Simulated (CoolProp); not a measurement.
A simple Rankine cycle with R245ca: condensing at 326.15 K, boiler at 3.19 MPa, turbine inlet 449 K, turbine efficiency 0.9, pump efficiency 0.6, no recuperator. Each further row changes one setting.

Computed with CoolProp (reference Helmholtz-energy equation of state, Zhou 2016).

```json
[
 {"case": "as stated", "thermal efficiency (%)": "15.4", "net work (kJ/kg)": "43.1", "heat in (kJ/kg)": "279", "turbine exit temperature (K)": "372.7", "volume ratio over the turbine": "15.2"},
 {"case": "condensing temperature 318.15 K", "thermal efficiency (%)": "16.6", "net work (kJ/kg)": "48.0", "heat in (kJ/kg)": "290", "turbine exit temperature (K)": "367.1", "volume ratio over the turbine": "19.6"},
 {"case": "boiler pressure 2.23 MPa", "thermal efficiency (%)": "13.9", "net work (kJ/kg)": "41.4", "heat in (kJ/kg)": "297", "turbine exit temperature (K)": "391.2", "volume ratio over the turbine": "9.14"},
 {"case": "turbine efficiency 0.8", "thermal efficiency (%)": "13.6", "net work (kJ/kg)": "37.9", "heat in (kJ/kg)": "279", "turbine exit temperature (K)": "377.5", "volume ratio over the turbine": "15.5"}
]
```
